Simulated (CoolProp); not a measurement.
Vapour-liquid equilibrium of ethanol (1) + toluene (2) at 0.425 MPa; x and y are mole fractions of (1).

The numbers come from the multi-fluid Helmholtz-energy mixture model, Schroeder 2014 and Lemmon 2006; pair parameters Bell 2016 in CoolProp.

| x | bubble temperature, mixture model (°C) | bubble temperature, Raoult's law (°C) | y, mixture model | y, Raoult's law |
|---|---|---|---|---|
| 0.05 | 152.6 | 164.1 | 0.319 | 0.163 |
| 0.2 | 132.0 | 150.8 | 0.615 | 0.472 |
| 0.35 | 126.0 | 141.7 | 0.696 | 0.652 |
| 0.5 | 123.4 | 134.9 | 0.738 | 0.774 |
| 0.65 | 121.7 | 129.4 | 0.781 | 0.862 |
| 0.8 | 120.4 | 124.8 | 0.844 | 0.930 |
| 0.95 | 119.8 | 121.0 | 0.950 | 0.984 |

The largest gap from Raoult's law is -18.8 K in bubble temperature, at x = 0.2. No azeotrope shows between x = 0.05 and 0.95.

The pair parameters rest on a limited set of measurements; away from them the model extrapolates.
